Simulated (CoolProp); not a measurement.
Vapour-liquid equilibrium of carbon dioxide (1) + hydrogen sulfide (2) at 10.7 bar; x and y are mole fractions of (1).

Computed with CoolProp (multi-fluid Helmholtz-energy mixture model, Span 1996 and Lemmon 2006; pair parameters Kunz 2012).

Task: Give the bubble temperature and the first vapour's composition at x = 0.275, 0.5, 0.8. Is there an azeotrope?

Result: x = 0.275: 247.4 K, y = 0.649; x = 0.5: 240.9 K, y = 0.769; x = 0.8: 236.7 K, y = 0.880. No azeotrope shows between x = 0.05 and 0.95.

The pair parameters rest on a limited set of measurements; away from them the model extrapolates.
